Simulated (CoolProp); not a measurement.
Vapour-liquid equilibrium of carbon dioxide (1) + CH3F (R41) (2) at 250.7 K; x and y are mole fractions of (1).

The numbers come from the multi-fluid Helmholtz-energy mixture model, Span 1996 and Lemmon 2006; pair parameters Bell 2016 in CoolProp.

```csv
x,"bubble pressure, mixture model (MPa)","bubble pressure, Raoult's law (MPa)","y, mixture model","y, Raoult's law"
0.05,1.089,1.091,0.075,0.084
0.125,?,1.149,0.179,0.198
0.2,1.195,1.207,0.275,0.302
0.275,1.247,1.265,0.364,0.397
0.35,?,1.323,0.447,0.483
0.425,1.352,1.381,0.526,0.562
0.5,?,1.439,?,0.634
0.575,1.463,1.497,0.672,0.701
0.65,1.521,1.555,0.740,0.763
0.725,?,1.613,0.803,0.820
0.8,1.645,1.671,0.863,0.874
0.875,1.711,1.728,0.918,0.924
0.95,1.778,1.786,0.969,0.971
```

Task: Fill in the missing entries.

Result: 
- 0.125, bubble pressure, mixture model (MPa): 1.143
- 0.35, bubble pressure, mixture model (MPa): 1.299
- 0.5, bubble pressure, mixture model (MPa): 1.407
- 0.5, y, mixture model: 0.601
- 0.725, bubble pressure, mixture model (MPa): 1.582

The largest gap from Raoult's law is -2.3 % in bubble pressure, at x = 0.575. No azeotrope shows between x = 0.05 and 0.95.

Pair parameters are fitted to limited data, so mixtures are less certain than the pure fluids.
